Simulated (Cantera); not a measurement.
Cantera run, input and output.

```python
import numpy as np
import cantera as ct

gas = ct.Solution("gri30.yaml")
gas.TPX = 1925, 31000, {'CH4': 1, 'CO2': 1.4, 'H2': 0.23}
inlet = ct.Reservoir(gas, clone=True)

reactor = ct.IdealGasConstPressureReactor(gas, energy="off", clone=False)
exhaust = ct.Reservoir(gas, clone=True)
tau = [0.87, 0.42, 0.2, 0.096, 0.046, 0.022, 0.011, 0.0051, 0.0025, 0.0012, 0.00057][0]
for a, b in ((inlet, reactor), (reactor, exhaust)):
    ct.MassFlowController(a, b, mdot=lambda t: reactor.mass / tau)
net = ct.ReactorNet([reactor])
show = ['CH4', 'CO2', 'H2', 'C2H', 'HCO', 'CH3']

rows = []
print(f"{'tau/s':>10s}{'T/K':>9s}" + "".join(f"{s:>11s}" for s in show))
for tau in [0.87, 0.42, 0.2, 0.096, 0.046, 0.022, 0.011, 0.0051, 0.0025, 0.0012, 0.00057]:
    net.initial_time = 0.0
    net.advance(30 * tau)
    before = gas.X
    net.advance(40 * tau)
    drift = np.max(np.abs(gas.X - before) / (gas.X + 1e-9))
    rows.append([gas.T, *gas[show].X, drift])
    print(f"{tau:10.3e}{gas.T:9.1f}" + "".join(f"{x:11.3e}" for x in gas[show].X))
```

Output:

```
     tau/s      T/K        CH4        CO2         H2        C2H        HCO        CH3
 8.700e-01   1925.0  5.370e-03  2.688e-02  3.850e-01  4.116e-07  8.149e-08  2.825e-04
 4.200e-01   1925.0  7.750e-03  3.278e-02  3.671e-01  7.336e-07  8.893e-08  4.121e-04
 2.000e-01   1925.0  1.101e-02  4.198e-02  3.427e-01  1.204e-06  1.032e-07  5.935e-04
 9.600e-02   1925.0  1.540e-02  5.550e-02  3.135e-01  1.805e-06  1.289e-07  8.400e-04
 4.600e-02   1925.0  2.166e-02  7.555e-02  2.821e-01  2.485e-06  1.729e-07  1.181e-03
 2.200e-02   1925.0  3.131e-02  1.059e-01  2.539e-01  3.090e-06  2.432e-07  1.660e-03
 1.100e-02   1925.0  4.624e-02  1.489e-01  2.373e-01  3.370e-06  3.410e-07  2.288e-03
 5.100e-03   1925.0  7.424e-02  2.177e-01  2.342e-01  3.180e-06  5.010e-07  3.248e-03
 2.500e-03   1925.0  1.143e-01  2.967e-01  2.375e-01  2.628e-06  7.188e-07  4.392e-03
 1.200e-03   1925.0  1.683e-01  3.771e-01  2.292e-01  1.903e-06  1.001e-06  5.729e-03
 5.700e-04   1925.0  2.301e-01  4.431e-01  1.989e-01  1.152e-06  1.240e-06  7.013e-03
```

Computed with Cantera and GRI-Mech 3.0 (53 species, 325 reactions).
